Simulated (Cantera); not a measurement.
## Thermodynamics of abatement and gas-phase synthesis, feed H2O + H2 + O2

Charge: 1 mol H2O, 3.2 mol H2, 2.1 mol O2, equilibrated at 5.80 mbar.

Cantera equilibrium calculation (NASA polynomials, part measured and part estimated; ideal gas, pure solids and liquids). Candidate condensed phases: H2O; 9 gas species. Rates play no part.

```json
[
 {"T (K)": "1173", "x H2O": "0.894", "x O2": "0.106", "x OH": "1.88e-5", "x H2": "2.57e-7"},
 {"T (K)": "1273", "x H2O": "0.894", "x O2": "0.106", "x OH": "6.97e-5", "x H2": "1.91e-6"},
 {"T (K)": "1373", "x H2O": "0.893", "x O2": "0.106", "x OH": "0.000214", "x H2": "1.07e-5"},
 {"T (K)": "1473", "x H2O": "0.893", "x O2": "0.106", "x OH": "0.000562", "x H2": "4.71e-5"},
 {"T (K)": "1573", "x H2O": "0.892", "x O2": "0.106", "x OH": "0.00131", "x H2": "0.000173"},
 {"T (K)": "1673", "x H2O": "0.891", "x O2": "0.106", "x OH": "0.00275", "x H2": "0.000543"},
 {"T (K)": "1773", "x H2O": "0.887", "x O2": "0.105", "x OH": "0.00531", "x H2": "0.00150"},
 {"T (K)": "1873", "x H2O": "0.880", "x O2": "0.105", "x OH": "0.00953", "x H2": "0.00370"},
 {"T (K)": "1973", "x H2O": "0.867", "x O2": "0.105", "x OH": "0.0160", "x H2": "0.00826"},
 {"T (K)": "2073", "x H2O": "0.843", "x O2": "0.105", "x OH": "0.0256", "x H2": "0.0168"}
]
```
x: gas mole fraction; nothing condenses.

From 1173 K to 2073 K nothing is condensed.
